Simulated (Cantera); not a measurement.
Feed: 1 mol CH₂F₂, 0.08 mol HCl, at 10.0 Torr.

Equilibrium computed with Cantera from the NASA thermochemical tables; the gas is ideal and each condensed phase is pure. Candidate condensed phases: C, C₆H₆, C₇H₈, C₈H₁₈; 118 gas species. Kinetics and transport are ignored. All values below are at 2175 K.

Base state: HF 0.954, HCl 0.0263, Cl 0.0118, H₂ 0.00470, H 0.00290, F 0.000465, C₂H₂ (acetylene) 1.05e-5 (mole fractions); condensed: C(graphite).

Task: What changes in the equilibrium state with this change: HCl from 0.08 to 1.6 mol?

Result: 
| species | before | after |
|---|---|---|
| HF | 0.954 | 0.535 |
| HCl | 0.0263 | 0.363 |
| Cl | 0.0118 | 0.0655 |
| H₂ | 0.00470 | 0.0292 |
| Cl₂ | 1.00e-6 | 3.07e-5 |
| C₂H₂ (acetylene) | 1.05e-5 | 6.51e-5 |
| F | 0.000465 | 0.000105 |
| H | 0.00290 | 0.00722 |
| C(graphite), mol | 1.000 | 0.999 |
